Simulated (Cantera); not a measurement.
A closed system holds: 1 mol Na₂SO₄, 0.12 mol CO₂, equilibrated at 40000 Pa.

Equilibrium computed with Cantera from the NASA thermochemical tables; the gas is ideal and each condensed phase is pure. Candidate condensed phases: C, Na, NaO₂, Na₂CO₃, Na₂O, Na₂O₂, Na₂S, Na₂SO₄, S; 27 gas species. Equilibrium is a limit: real reactors are often held back by kinetics, nucleation or transport. All values below are at 1473 K.

Base state: CO₂ 0.999, CO 0.000335, O₂ 0.000233, Na 0.000131, SO₂ 6.57e-5, Na₂SO₄ 5.72e-5 (mole fractions); condensed: Na₂SO₄(l).

What changes in the equilibrium state with this change: Na₂SO₄ replaced by Ca(OH)₂?


| species | before | after |
|---|---|---|
| H₂O | 0 | 0.893 |
| CO₂ | 0.999 | 0.107 |
| H₂ | 0 | 0.000179 |
| CO | 0.000335 | 5.30e-5 |
| Na | 0.000131 | 0 |
| SO₂ | 6.57e-5 | 0 |
| Na₂SO₄ | 5.72e-5 | 0 |
| OH | 0 | 3.48e-5 |
| O₂ | 0.000233 | 0.000107 |
| Na₂SO₄(l), mol | 1.000 | 0 |
| CaO(s), mol | 0 | 1.00 |
Further candidate phases: C₆H₆, C₇H₈, C₈H₁₈, Ca, CaCO₃, CaO, Ca(OH)₂, H₂O.
